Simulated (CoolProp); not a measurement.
Vapour-liquid equilibrium of m-xylene (1) + n-nonane (2) at 516.1 K; x and y are mole fractions of (1).

The numbers come from the multi-fluid Helmholtz-energy mixture model, Zhou 2012 and Lemmon 2006; pair parameters Bell 2016 in CoolProp.

```json
[
 {"x": "0.05", "bubble pressure (kPa)": "723.8", "y at the bubble point": "…", "dew pressure at overall composition x (kPa)": "719.5", "liquid density (mol/L)": "4.033"},
 {"x": "0.2", "bubble pressure (kPa)": "770.4", "y at the bubble point": "0.245", "dew pressure at overall composition x (kPa)": "758.8", "liquid density (mol/L)": "…"},
 {"x": "0.35", "bubble pressure (kPa)": "…", "y at the bubble point": "0.401", "dew pressure at overall composition x (kPa)": "796.7", "liquid density (mol/L)": "4.485"},
 {"x": "0.5", "bubble pressure (kPa)": "839.1", "y at the bubble point": "0.542", "dew pressure at overall composition x (kPa)": "830.7", "liquid density (mol/L)": "4.757"},
 {"x": "0.65", "bubble pressure (kPa)": "861.5", "y at the bubble point": "0.676", "dew pressure at overall composition x (kPa)": "…", "liquid density (mol/L)": "5.068"},
 {"x": "0.8", "bubble pressure (kPa)": "875.7", "y at the bubble point": "0.810", "dew pressure at overall composition x (kPa)": "875.0", "liquid density (mol/L)": "5.424"},
 {"x": "0.95", "bubble pressure (kPa)": "881.1", "y at the bubble point": "0.950", "dew pressure at overall composition x (kPa)": "881.1", "liquid density (mol/L)": "5.832"}
]
```

Problem. Complete the blanks.

Solution. 
- 0.05, y at the bubble point: 0.066
- 0.2, liquid density (mol/L): 4.245
- 0.35, bubble pressure (kPa): 808.8
- 0.65, dew pressure at overall composition x (kPa): 857.7

No azeotrope shows between x = 0.05 and 0.95.

Pair parameters are fitted to limited data, so mixtures are less certain than the pure fluids.
